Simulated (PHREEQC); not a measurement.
Solution (25 °C): 0.065 mol ZnSO4, 0.00036 mol NaOH and 0.2 mol H2SO4 per kg of water. Closed to the air; pH follows from the charge balance.

All values are PHREEQC results (ion-association model, phreeqc.dat), not measurements.

| quantity | before | after |
|---|---|---|
| pH | 0.80 | 0.92 |
| ionic strength (mol/kgw) | 0.372 | 0.337 |
| HSO4- (mol/kgw) | 0.195 | 0.241 |
| SO4-2 (mol/kgw) | 0.0400 | 0.0131 |
| Na+ (mol/kgw) | 0.000344 | 0.000353 |
| NaSO4- (mol/kgw) | 1.62e-5 | 6.61e-6 |

What was changed between the two runs?
A. temperature from 25 to 90 °C
B. H2SO4 from 0.2 to 0.18 mol/kgw
C. diluted 10-fold with water
D. ZnSO4 replaced by CdSO4 at the same molality
E. 0.073 mol/kgw KCl added

A, temperature from 25 to 90 °C

No solid was allowed to form. At this temperature some constants are extrapolated from 25 °C, and those without enthalpy data are left unchanged.
